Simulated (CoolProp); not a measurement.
Vapour-liquid equilibrium of R22 (1) + R123 (2) at 0.412 bar; x and y are mole fractions of (1).

Computed with CoolProp (multi-fluid Helmholtz-energy mixture model, Kamei 1995 and Younglove 1994; pair parameters Bell 2016).

Problem. Give the bubble temperature and the first vapour's composition at x = 0.05, 0.8, 0.95. Is there an azeotrope?

Solution. x = 0.05: -6.5 °C, y = 0.441; x = 0.8: -54.6 °C, y = 0.993; x = 0.95: -57.5 °C, y = 0.998. No azeotrope shows between x = 0.05 and 0.95.

Pair parameters are fitted to limited data, so mixtures are less certain than the pure fluids. The gap from Raoult's law changes sign with composition, which may be real or a fault of the pair parameters; it wasn't checked against measurements.
